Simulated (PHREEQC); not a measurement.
1 kg of water holding 0.093 mol/kgw NaCl, 0.0034 mol/kgw MgSO4 and 0.075 mol/kgw Na2SO4 is evaporated at 30 °C; the solids stay in contact with the brine. No CO2 enters from the air. The run lets Bischofite, Bloedite, Brucite, Epsomite, Halite, Hexahydrite, Kieserite, Mirabilite, Thenardite, MgCl2_4H2O precipitate or redissolve, and no other solid.

Computed with PHREEQC (Pitzer model, pitzer.dat).

Task: Predict ionic strength, water activity at water left (kg) = 0.3082, 0.05275, 0.03564, 0.01099.

Result: 
| water left (kg) | ionic strength | water activity |
|---|---|---|
| 0.3082 | 1.08 | 0.981 |
| 0.05275 | 6.29 | 0.881 |
| 0.03564 | 8.28 | 0.826 |
| 0.01099 | 8.01 | 0.739 |
